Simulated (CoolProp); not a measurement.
The fluid at 293.15 K and 2.86 MPa flows at 0.1 m/s in a round tube of 1 mm bore and 1.5 µm roughness, fully developed (64/Re and Nu = 3.66 if laminar; Colebrook and Gnielinski if turbulent). The same conditions are run with several fluids, on thermodynamics alone (safety and materials aside).

Values from CoolProp's reference Helmholtz-energy equation of state of each fluid (c-C4F8 (RC318): Platzer 1990; R236EA: Rui 2013; R507A: Lemmon 2003; R142b: Lemmon 2006; o-xylene: Zhou 2012). The equations of Platzer and Polt are older, rougher fits. Blends and air are pseudo-pure fits.

Q: Rank c-C4F8 (RC318), R236EA, R507A, R142b, o-xylene by Reynolds number, highest first.

A: R507A (751), R142b (450), c-C4F8 (RC318) (369), R236EA (337), o-xylene (106)

```csv
fluid,Darcy friction factor,pressure drop (Pa/m),heat-transfer coefficient (W/(m² K)),mass flow (kg/h)
c-C4F8 (RC318),0.173,1330,249,0.434
R236EA,0.190,1380,304,0.411
R507A,0.0852,464,254,0.308
R142b,0.142,805,310,0.320
o-xylene,0.603,2660,486,0.249
```

Transport values come from each fluid's own correlations; those of c-C4F8 (RC318), R236EA, R142b are estimates that may be off by 10 % or more.
